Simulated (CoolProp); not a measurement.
A single-stage vapour-compression cycle with R115: evaporating at 278.15 K (dew point), condensing at 332.15 K (bubble point), superheat 2 K, subcooling 2 K, compressor efficiency 0.6, no pressure losses. Each further row changes one setting.

The numbers come from the reference Helmholtz-energy equation of state, Lemmon 2016 in CoolProp.

| case | cooling COP | pressure ratio | discharge temperature (K) | refrigerating effect (kJ/kg) | volumetric capacity (kJ/m³) |
|---|---|---|---|---|---|
| as stated | 1.72 | 3.92 | 338.7 | 47.9 | 1880 |
| evaporating temperature 283.15 K | 2.03 | 3.38 | 338.3 | 50.5 | 2300 |
| condensing temperature 327.15 K | 2.10 | 3.52 | 333.4 | 54.3 | 2140 |
| subcooling 7 K | 1.96 | 3.92 | 338.7 | 54.5 | 2150 |
| superheat 12 K | 1.85 | 3.92 | 348.1 | 55.6 | 2070 |
| compressor efficiency 0.5 | 1.43 | 3.92 | 343.9 | 47.9 | 1880 |
